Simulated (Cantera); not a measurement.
Moist CO burnout

An isothermal, constant-pressure homogeneous reactor starts with CO : O₂ : H₂O : N₂ = 0.0012 : 0.07 : 0.032 : 1 (molar parts), at 875 K and 760 Torr.

Detailed kinetics in Cantera: GRI-Mech 3.0 (53 species, 325 reactions).

```tsv
t (s)	x CO	x O₂	x H₂O	x N₂O	x NO	x CO₂
1.00e-6	0.00109	0.0635	0.0290	<1e-12	<1e-12	<1e-12
5.34e-6	0.00109	0.0635	0.0290	<1e-12	<1e-12	<1e-12
2.85e-5	0.00109	0.0635	0.0290	<1e-12	<1e-12	<1e-12
0.000152	0.00109	0.0635	0.0290	<1e-12	<1e-12	<1e-12
0.000811	0.00109	0.0635	0.0290	<1e-12	<1e-12	2.52e-12
0.00433	0.00109	0.0635	0.0290	<1e-12	<1e-12	2.33e-11
0.0231	0.00109	0.0635	0.0290	<1e-12	<1e-12	2.28e-10
0.123	0.00109	0.0635	0.0290	<1e-12	<1e-12	1.74e-9
0.658	0.00109	0.0635	0.0290	<1e-12	<1e-12	2.24e-8
3.51	0.00109	0.0635	0.0290	3.02e-11	<1e-12	2.00e-6
18.7	0.000886	0.0634	0.0290	2.48e-9	<1e-12	0.000202
100	0.000327	0.0631	0.0290	1.03e-8	<1e-12	0.000761
```
x: mole fraction; the columns are a selection and need not sum to one.

Equilibrium at this temperature and pressure: CO <1e-12, O₂ 0.0629, H₂O 0.0290, N₂O 3.96e-10, NO 3.84e-6, CO₂ 0.00109 (gas phase only).
